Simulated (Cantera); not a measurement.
A perfectly stirred reactor is fed with H2 : O2 = 0.058 : 1 (molar parts), at 0.00572 atm; it is held at 1250 K, and followed from long to short residence time.

Model: GRI-Mech 3.0 (53 species, 325 reactions), integrated in Cantera. Radical loss at walls, strong at low pressure, is not modelled. The temperature is held fixed by assumption; the heat of reaction is taken as removed at once.

Problem. What does this change do: pressure from 0.00572 atm to 0.0178 atm?

Solution. 
```tsv
quantity	before	after
x(H2) at τ = 1.10 s	0.000356	0.000135
x(O2) at τ = 1.10 s	0.933	0.941
x(H2O2) at τ = 1.10 s	3.62e-8	7.46e-8
x(H) at τ = 1.10 s	0.00119	0.000149
x(O) at τ = 1.10 s	0.00967	0.00242
x(H2) at τ = 12.0 ms	0.00338	0.00176
x(O2) at τ = 12.0 ms	0.906	0.916
x(H2O2) at τ = 12.0 ms	5.63e-8	1.46e-7
x(H) at τ = 12.0 ms	0.00923	0.00533
x(O) at τ = 12.0 ms	0.0317	0.0240
```
